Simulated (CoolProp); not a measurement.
Properties of the fluoroketone C6F12O (FK-5-1-12) along the isobar 1.96 MPa.

The numbers come from the reference Helmholtz-energy equation of state, McLinden 2015 in CoolProp.

```
T (°C)          phase  density (kg/m³)  cp (kJ/(kg K))  cv (kJ/(kg K))  expansivity (1/kK)
------  -------------  ---------------  --------------  --------------  ------------------
65.45          liquid             1486           1.131          0.9139               2.230
76.95          liquid             1447           1.145          0.9240               2.410
88.45          liquid             1406           1.161          0.9351               2.633
100.05         liquid             1361           1.180          0.9470               2.923
111.55         liquid             1314           1.203          0.9597               3.307
123.05         liquid             1261           1.232          0.9732               3.850
134.65         liquid             1200           1.272          0.9878               4.701
146.15         liquid             1128           1.336           1.004               6.223
157.65         liquid             1032           1.472           1.023               9.974
169.15  supercritical            830.1           2.661           1.064               50.71
180.75  supercritical            313.3           1.562           1.060               21.77
192.25  supercritical            261.8           1.306           1.051               11.82
203.75  supercritical            233.5           1.229           1.052               8.475
215.35  supercritical            214.0           1.194           1.057               6.725
226.85  supercritical            199.4           1.177           1.064               5.645
```

The peak of cp marks the crossing from liquid-like to gas-like fluid above the critical point.
